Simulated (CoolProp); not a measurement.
Properties of C2F6 (R116) along the isobar 118 bar (Tc = 19.9 °C, pc = 30.48 bar, ω = 0.257).

Model: reference Helmholtz-energy equation of state, Lemmon 2006, in CoolProp. It is a short technical equation, of lower accuracy than the large ones.

```json
[
 {"T (°C)": "-15.15", "phase": "liquid", "cv (kJ/(kg K))": "0.7169", "speed of sound (m/s)": "415.0", "Joule-Thomson coefficient (K/MPa)": "-0.1046", "isothermal compressibility (1/MPa)": "0.006075", "viscosity (µPa s)": "212", "fugacity coefficient": "0.1361"},
 {"T (°C)": "-7.35", "phase": "liquid", "cv (kJ/(kg K))": "0.7275", "speed of sound (m/s)": "390.9", "Joule-Thomson coefficient (K/MPa)": "-0.05098", "isothermal compressibility (1/MPa)": "0.007052", "viscosity (µPa s)": "192", "fugacity coefficient": "0.1623"},
 {"T (°C)": "0.35", "phase": "liquid", "cv (kJ/(kg K))": "0.7380", "speed of sound (m/s)": "367.8", "Joule-Thomson coefficient (K/MPa)": "0.009508", "isothermal compressibility (1/MPa)": "0.008222", "viscosity (µPa s)": "174", "fugacity coefficient": "0.1902"},
 {"T (°C)": "8.15", "phase": "liquid", "cv (kJ/(kg K))": "0.7486", "speed of sound (m/s)": "345.0", "Joule-Thomson coefficient (K/MPa)": "0.07974", "isothermal compressibility (1/MPa)": "0.009666", "viscosity (µPa s)": "158", "fugacity coefficient": "0.2205"},
 {"T (°C)": "15.95", "phase": "liquid", "cv (kJ/(kg K))": "0.7592", "speed of sound (m/s)": "323.0", "Joule-Thomson coefficient (K/MPa)": "0.1604", "isothermal compressibility (1/MPa)": "0.01143", "viscosity (µPa s)": "143", "fugacity coefficient": "0.2524"},
 {"T (°C)": "23.65", "phase": "supercritical", "cv (kJ/(kg K))": "0.7697", "speed of sound (m/s)": "302.2", "Joule-Thomson coefficient (K/MPa)": "0.2518", "isothermal compressibility (1/MPa)": "0.01357", "viscosity (µPa s)": "130", "fugacity coefficient": "0.2852"},
 {"T (°C)": "31.45", "phase": "supercritical", "cv (kJ/(kg K))": "0.7803", "speed of sound (m/s)": "282.2", "Joule-Thomson coefficient (K/MPa)": "0.3575", "isothermal compressibility (1/MPa)": "0.01620", "viscosity (µPa s)": "118", "fugacity coefficient": "0.3194"},
 {"T (°C)": "39.25", "phase": "supercritical", "cv (kJ/(kg K))": "0.7908", "speed of sound (m/s)": "263.4", "Joule-Thomson coefficient (K/MPa)": "0.4774", "isothermal compressibility (1/MPa)": "0.01940", "viscosity (µPa s)": "107", "fugacity coefficient": "0.3542"},
 {"T (°C)": "46.95", "phase": "supercritical", "cv (kJ/(kg K))": "0.8011", "speed of sound (m/s)": "246.4", "Joule-Thomson coefficient (K/MPa)": "0.6101", "isothermal compressibility (1/MPa)": "0.02317", "viscosity (µPa s)": "96.9", "fugacity coefficient": "0.3889"},
 {"T (°C)": "54.75", "phase": "supercritical", "cv (kJ/(kg K))": "0.8114", "speed of sound (m/s)": "230.7", "Joule-Thomson coefficient (K/MPa)": "0.7579", "isothermal compressibility (1/MPa)": "0.02766", "viscosity (µPa s)": "87.9", "fugacity coefficient": "0.4239"},
 {"T (°C)": "62.55", "phase": "supercritical", "cv (kJ/(kg K))": "0.8214", "speed of sound (m/s)": "216.9", "Joule-Thomson coefficient (K/MPa)": "0.9167", "isothermal compressibility (1/MPa)": "0.03279", "viscosity (µPa s)": "79.9", "fugacity coefficient": "0.4586"},
 {"T (°C)": "70.25", "phase": "supercritical", "cv (kJ/(kg K))": "0.8310", "speed of sound (m/s)": "205.1", "Joule-Thomson coefficient (K/MPa)": "1.080", "isothermal compressibility (1/MPa)": "0.03839", "viscosity (µPa s)": "72.9", "fugacity coefficient": "0.4922"},
 {"T (°C)": "78.05", "phase": "supercritical", "cv (kJ/(kg K))": "0.8403", "speed of sound (m/s)": "195.1", "Joule-Thomson coefficient (K/MPa)": "1.245", "isothermal compressibility (1/MPa)": "0.04439", "viscosity (µPa s)": "66.7", "fugacity coefficient": "0.5253"}
]
```

Viscosity comes from a separate model (Huber 2003), an estimate that may be off by 10 % or more.
